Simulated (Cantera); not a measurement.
## Thermodynamics of fluorocarbon and chlorocarbon gases, feed CH3F + H2

Input: 1 mol CH3F, 1.9 mol H2, at 1.00 Pa.

Cantera equilibrium calculation (NASA polynomials, part measured and part estimated; ideal gas, pure solids and liquids). Candidate condensed phases: C, C6H6, C7H8, C8H18; 110 gas species. Ions and electrons are included (thermal ionisation). Equilibrium is a limit: real reactors are often held back by kinetics, nucleation or transport.

| T (K) | x H | x H2 | x HF | x F | x C | x C3 | n C(graphite) |
|---|---|---|---|---|---|---|---|
| 2000 | 0.343 | 0.444 | 0.212 | 6.74e-5 | 3.04e-6 | 2.77e-6 | 0.997 |
| 2250 | 0.738 | 0.0988 | 0.160 | 0.00121 | 0.000364 | 0.000650 | 0.979 |
| 2500 | 0.796 | 0.0100 | 0.117 | 0.0195 | 0.0151 | 0.0374 | 0 |
| 2750 | 0.787 | 0.00132 | 0.0371 | 0.0834 | 0.0725 | 0.0119 | 0 |
| 3000 | 0.773 | 0.000240 | 0.00545 | 0.109 | 0.110 | 0.000322 | 0 |
| 3250 | 0.773 | 5.79e-5 | 0.000899 | 0.113 | 0.113 | 5.60e-6 | 0 |
| 3500 | 0.773 | 1.71e-5 | 0.000187 | 0.113 | 0.114 | 1.63e-7 | 0 |
| 3750 | 0.773 | 5.94e-6 | 4.74e-5 | 0.114 | 0.114 | 7.55e-9 | 0 |
| 4000 | 0.773 | 2.35e-6 | 1.43e-5 | 0.114 | 0.113 | 5.10e-10 | 0 |
| 4250 | 0.772 | 1.03e-6 | 4.93e-6 | 0.114 | 0.113 | 4.70e-11 | 0 |
| 4500 | 0.772 | 4.98e-7 | 1.91e-6 | 0.113 | 0.112 | 5.55e-12 | 0 |
| 4750 | 0.770 | 2.58e-7 | 8.17e-7 | 0.113 | 0.110 | <1e-12 | 0 |
| 5000 | 0.768 | 1.43e-7 | 3.78e-7 | 0.113 | 0.107 | <1e-12 | 0 |
x: gas mole fraction; n: condensed amount in mol.

From 2000 K to 2250 K the condensed part is C(graphite). From 2500 K to 5000 K nothing is condensed. The main C-bearing gas is C2H2 (acetylene) at 2000 K and C at 5000 K.
